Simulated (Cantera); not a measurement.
**Equilibrium for nitride etching: Si3N4 + Cl2 + H2**

Charge: 1 mol Si3N4, a varied amount of Cl2, 1.6 mol H2, equilibrated at 0.440 bar.

These are equilibrium values from Cantera (NASA tables, ideal gas, pure condensed phases), not measurements of a reactor. Candidate condensed phases: NH4Cl, Si, Si3N4; 28 gas species. The tables' values for SiCl3 are old estimates. Kinetics and transport are ignored.

Question: Map the stable condensed phases over T = 477, 577, 677, 777, 877, 977, 1077, 1177, 1277, 1377, 1477, 1577, 1677, 1777 °C and n(Cl2) in mol = 1.9, 4.9, 7.9, 11, 14, 17, 20, 23, 26.

Answer: 
```
T in °C \ n(Cl2) in mol
         1.9 4.9 7.9  11  14  17  20  23  26
   1777    A   B   B   B   B   B   B   B   B
   1677    C   B   B   B   B   B   B   B   B
   1577    C   B   B   B   B   B   B   B   B
   1477    C   B   B   B   B   B   B   B   B
   1377    C   C   B   B   B   B   B   B   B
   1277    C   C   B   B   B   B   B   B   B
   1177    C   C   B   B   B   B   B   B   B
   1077    C   C   B   B   B   B   B   B   B
    977    C   C   B   B   B   B   B   B   B
    877    C   C   B   B   B   B   B   B   B
    777    C   C   B   B   B   B   B   B   B
    677    C   C   B   B   B   B   B   B   B
    577    C   C   B   B   B   B   B   B   B
    477    C   C   B   B   B   B   B   B   B
```
A: Si; B: gas only; C: Si3N4.
